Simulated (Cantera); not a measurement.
Charge: 1 mol AlN, a varied amount of Cl₂, 0.65 mol O₂, equilibrated at 1475 K and 8.50 bar.

Method: chemical equilibrium by Gibbs-energy minimisation in Cantera with the NASA 1993 tables (ideal gas, pure condensed phases). Candidate condensed phases: Al, AlCl₃, AlN, Al₂O₃; 24 gas species. Mutual solubility and eutectic melting of coexisting phases are not modelled. The tables' values for AlCl₂ are old estimates; treat these amounts as uncertain. The numbers say what is thermodynamically allowed, not how fast it happens.

x: gas mole fraction; n: condensed amount in mol.

| n(Cl₂) (mol) | x N₂ | x Cl₂ | x AlCl₃ | x Cl | x AlCl₂ | x Al₂Cl₆ | n AlN(s) | n Al₂O₃(s) |
|---|---|---|---|---|---|---|---|---|
| 0.15 | 0.829 | 1.90e-9 | 0.170 | 7.37e-7 | 0.000468 | 0.000326 | 0.0332 | 0.433 |
| 0.19 | 0.797 | 2.10e-9 | 0.202 | 7.75e-7 | 0.000527 | 0.000457 | 0.00655 | 0.433 |
| 0.25 | 0.730 | 0.0708 | 0.194 | 0.00449 | 8.73e-8 | 0.000421 | 0 | 0.433 |
| 0.34 | … | … | … | … | 4.87e-8 | … | 0 | 0.433 |
| 0.44 | 0.570 | 0.269 | 0.152 | 0.00876 | 3.50e-8 | 0.000257 | 0 | 0.433 |
| 0.59 | … | … | … | … | 2.53e-8 | … | 0 | 0.433 |
| 0.77 | 0.413 | 0.465 | 0.110 | 0.0115 | 1.93e-8 | 0.000135 | 0 | 0.433 |

Problem. What belongs in the gaps?

Solution. 
- 0.59, x N₂: 0.486
- 0.59, x Cl₂: 0.374
- 0.59, x AlCl₃: 0.129
- 0.59, x Cl: 0.0103
- 0.59, x Al₂Cl₆: 0.000187
- 0.34, x N₂: 0.644
- 0.34, x Cl₂: 0.177
- 0.34, x AlCl₃: 0.171
- 0.34, x Cl: 0.00710
- 0.34, x Al₂Cl₆: 0.000328
